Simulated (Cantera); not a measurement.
Input: 1 mol Si, 0.16 mol CO2, 17 mol N2, a varied amount of N2O, equilibrated at 1698.15 K and 8.20 bar.

Equilibrium computed with Cantera from the NASA thermochemical tables; the gas is ideal and each condensed phase is pure. Candidate condensed phases: C, Si, SiC, SiO2, Si2N2O, Si3N4; 34 gas species. Mutual solubility and eutectic melting of coexisting phases are not modelled. The tables hold silica as quartz up to 1696 K and as liquid above; real silica turns to tridymite and cristobalite and melts near 1996 K. Equilibrium is a limit: real reactors are often held back by kinetics, nucleation or transport.

log p: log10 of the partial pressure in bar; n: condensed amount in mol.

| n(N2O) (mol) | log p N2 | log p O2 | log p CO | log p CO2 | log p NO | n Si2N2O(s) | n SiO2(condensed) |
|---|---|---|---|---|---|---|---|
| 0.34 | 0.91 | <-11 | -1.11 | -6.07 | -10.82 | 0.500 | 0 |
| 0.45 | 0.91 | <-11 | -1.12 | -4.30 | -9.05 | 0.463 | 0.0732 |
| 0.59 | 0.91 | <-11 | -1.12 | -4.30 | -9.05 | 0.417 | 0.167 |
| 0.79 | 0.91 | <-11 | -1.13 | -4.31 | -9.05 | … | … |
| 1 | 0.91 | <-11 | -1.13 | -4.32 | -9.05 | 0.280 | 0.440 |
| 1.4 | 0.91 | <-11 | -1.15 | -4.33 | -9.05 | … | … |
| 1.8 | 0.91 | <-11 | -1.16 | -4.34 | -9.05 | 0.0133 | 0.973 |
| 2.4 | 0.91 | -1.10 | -4.80 | -1.18 | -2.25 | 0 | 1.00 |

Question: Fill in the missing entries.

Answer: 
- 0.79, n Si2N2O(s): 0.350
- 0.79, n SiO2(condensed): 0.300
- 1.4, n Si2N2O(s): 0.147
- 1.4, n SiO2(condensed): 0.707
